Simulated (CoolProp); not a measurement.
Vapour pressure (kPa) of R1224YDZ: the reference equation beside estimates from Tc = 428.7 K, pc = 3334 kPa, ω = 0.325. Clausius-Clapeyron is anchored at 239.1 K with a constant enthalpy of vaporisation of 28.48 kJ/mol.

Values from CoolProp's reference Helmholtz-energy equation of state, Akasaka 2023.

```csv
T (K),reference,Lee-Kesler,Clausius-Clapeyron,Peng-Robinson
224.7,3.707,3.688,3.798,…
239.1,9.510,9.415,9.510,10.03
253.4,21.32,21.11,21.34,21.99
267.8,43.29,42.95,44.14,43.92
282.1,…,79.87,84.41,80.55
296.5,…,138.8,152.2,138.7
310.9,226.9,227.1,259.9,225.6
325.2,…,351.9,…,348.7
```

Task: Fill in the missing entries.

Result: 
- 224.7, Peng-Robinson: 4.043
- 282.1, reference: 80.24
- 296.5, reference: 139.0
- 325.2, reference: 351.0
- 325.2, Clausius-Clapeyron: 421.8

Absolute difference from the reference over all 8 rows, mean and median: Lee-Kesler 0.5 and 0.5 %, Clausius-Clapeyron 6.7 and 3.8 %, Peng-Robinson 2.6 and 1.1 %.
